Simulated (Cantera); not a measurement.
Cantera run, input and output.

```python
import numpy as np
import cantera as ct

gas = ct.Solution("gri30.yaml")
gas.TPX = 1800, 39000, {'CH3OH': 1, 'O2': 0.882, 'N2': 8.29, 'H2O': 0.33}
reactor = ct.IdealGasConstPressureReactor(gas, energy="on", clone=False)
net = ct.ReactorNet([reactor])
net.rtol, net.atol = 1e-08, 1e-16
show = ['CH3OH', 'O2', 'H2O', 'H2', 'CH3', 'NO']
times = np.geomspace(1e-06, 0.1, 14)

steps = ct.SolutionArray(gas, extra=["t"])
rows = []
print(f"{'t/s':>10s}{'T/K':>9s}{'P/Pa':>11s}" + "".join(f"{s:>11s}" for s in show))
for t in times:
    while net.time < t:
        t_next = net.step()
        steps.append(gas.state, t=t_next)
    rows.append([np.interp(t, steps.t, y) for y in (steps.T, steps.P, *steps(*show).X.T)])
    print(f"{t:10.3e}{rows[-1][0]:9.1f}{rows[-1][1]:11.4g}" + "".join(f"{x:11.3e}" for x in rows[-1][2:]))
rate = np.gradient(steps.T, steps.t)
print("integrator steps:", len(steps.t))
if steps.T.max() > steps.T[0] + 200:
    print(f"time of steepest temperature rise: {steps.t[rate.argmax()]:.4e} s")
gas.TPX = 1800, 39000, {'CH3OH': 1, 'O2': 0.882, 'N2': 8.29, 'H2O': 0.33}
gas.equilibrate("HP")
print(f"equilibrium (HP): T = {gas.T:.1f} K  " + "  ".join(f"{s} {gas[s].X[0]:.3e}" for s in show))
```

Output:

```
       t/s      T/K       P/Pa      CH3OH         O2        H2O         H2        CH3         NO
 1.000e-06   1799.6    3.9e+04  9.505e-02  8.393e-02  3.149e-02  3.995e-05  4.170e-05  2.202e-12
 2.424e-06   1799.2    3.9e+04  9.467e-02  8.374e-02  3.162e-02  1.876e-04  9.649e-05  3.400e-11
 5.878e-06   1798.5    3.9e+04  9.355e-02  8.317e-02  3.198e-02  6.700e-04  1.956e-04  2.303e-10
 1.425e-05   1798.7    3.9e+04  8.898e-02  8.107e-02  3.362e-02  2.851e-03  2.314e-04  1.134e-09
 3.455e-05   1825.3    3.9e+04  6.363e-02  7.071e-02  4.649e-02  1.773e-02  1.294e-04  6.575e-09
 8.377e-05   2071.3    3.9e+04  5.490e-08  1.924e-02  1.190e-01  5.936e-02  6.121e-05  9.522e-07
 2.031e-04   2136.6    3.9e+04  1.811e-16  5.389e-03  1.207e-01  5.022e-02  2.122e-14  1.091e-05
 4.924e-04   2212.3    3.9e+04  1.944e-16  4.273e-03  1.256e-01  5.004e-02  1.926e-14  3.240e-05
 1.194e-03   2314.4    3.9e+04  2.200e-16  2.741e-03  1.326e-01  4.947e-02  1.957e-14  8.392e-05
 2.894e-03   2409.6    3.9e+04  2.658e-16  1.356e-03  1.397e-01  4.883e-02  3.084e-14  1.931e-04
 7.017e-03   2459.9    3.9e+04  3.298e-16  6.987e-04  1.435e-01  4.862e-02  5.909e-14  3.675e-04
 1.701e-02   2467.6    3.9e+04  3.531e-16  5.839e-04  1.441e-01  4.873e-02  7.038e-14  6.287e-04
 4.125e-02   2465.9    3.9e+04  3.575e-16  5.682e-04  1.440e-01  4.892e-02  7.137e-14  9.390e-04
 1.000e-01   2465.2    3.9e+04  3.591e-16  5.629e-04  1.439e-01  4.899e-02  7.166e-14  1.059e-03
integrator steps: 1461
time of steepest temperature rise: 6.5363e-05 s
equilibrium (HP): T = 2465.1 K  CH3OH 3.680e-16  O2 5.627e-04  H2O 1.439e-01  H2 4.899e-02  CH3 8.403e-14  NO 1.064e-03
```

Model: GRI-Mech 3.0 (53 species, 325 reactions), integrated in Cantera. GRI-Mech 3.0 was tuned for natural gas; its chemistry of methanol as a main component is partial and can be far from experiment.
